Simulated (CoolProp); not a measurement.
Computed with CoolProp (reference Helmholtz-energy equation of state, Smukala 2000).

**Question.** For ethylene, give the phase and the density (kg/m³), cp (kJ/(kg K)), Joule-Thomson coefficient (K/MPa) at 19.35 °C and 18.6 MPa; 48.45 °C and 18.6 MPa; 62.95 °C and 18.6 MPa.

**Answer.** 
- 19.35 °C and 18.6 MPa: supercritical; density 406, cp 2.84, Joule-Thomson coefficient 0.267
- 48.45 °C and 18.6 MPa: supercritical; density 350, cp 3.11, Joule-Thomson coefficient 0.802
- 62.95 °C and 18.6 MPa: supercritical; density 320, cp 3.21, Joule-Thomson coefficient 1.13
